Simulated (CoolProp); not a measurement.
Vapour-liquid equilibrium of carbon dioxide (1) + propylene (2) at 12 bar; x and y are mole fractions of (1).

Values from CoolProp's multi-fluid Helmholtz-energy mixture model, Span 1996 and Lemmon 2013; pair parameters Bell 2016.

```csv
x,"bubble temperature, mixture model (°C)","bubble temperature, Raoult's law (°C)","y, mixture model","y, Raoult's law"
0.05,15.9,18.3,0.234,0.229
0.125,3.2,8.6,0.475,0.453
0.2,-6.1,1.1,0.620,0.598
0.275,-12.7,-5.0,0.709,0.697
0.35,-17.6,-10.2,0.768,0.769
0.425,-21.2,-14.5,0.809,0.823
0.5,-24.0,-18.3,0.840,0.865
0.575,-26.3,-21.6,0.864,0.898
0.65,-28.2,-24.6,0.886,0.924
0.725,-29.8,-27.2,0.907,0.946
0.8,-31.3,-29.6,0.928,0.964
0.875,-32.8,-31.8,0.951,0.979
0.95,-34.2,-33.8,0.978,0.992
```

The largest gap from Raoult's law is -7.7 K in bubble temperature, at x = 0.275. No azeotrope shows between x = 0.05 and 0.95.

Pair parameters are fitted to limited data, so mixtures are less certain than the pure fluids.
